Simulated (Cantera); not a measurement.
Input: 1 mol Si, 0.22 mol N2O, 370 mol H2, at 1900 °C and 0.290 bar.

Cantera equilibrium calculation (NASA polynomials, part measured and part estimated; ideal gas, pure solids and liquids). Candidate condensed phases: H2O, Si, SiO2, Si2N2O, Si3N4; 35 gas species. Gases not in the tables: Si2H6 and higher silanes. Kinetics and transport are ignored.

Base state: H2 0.988, H 0.00892, Si 0.000977, SiO 0.000590, N2 0.000588, SiH2 0.000259, SiH 0.000244, Si2 1.48e-5 (mole fractions); condensed: Si(l).

Problem. What changes in the equilibrium state with this change: 0.4 mol CO2 added?

Solution. 
```csv
species,before,after
H2,0.988,0.987
H,0.00892,0.00891
SiO,0.000590,0.00172
CO,0,0.00101
HCN,0,3.26e-5
Si2C,0,1.02e-5
"Si(l), mol",0.211,0
```
Further candidate phases: C, C6H6, C7H8, C8H18, SiC.

Problem. What changes in the equilibrium state with this change: Si replaced by Si3N4?

Solution. 
```csv
species,before,after
H2,0.988,0.983
H,0.00892,0.00889
N2,0.000588,0.00592
Si,0.000977,0.000977
SiH2,0.000259,0.000258
SiO,0.000590,0.000587
"Si(l), mol",0.211,2.20
```
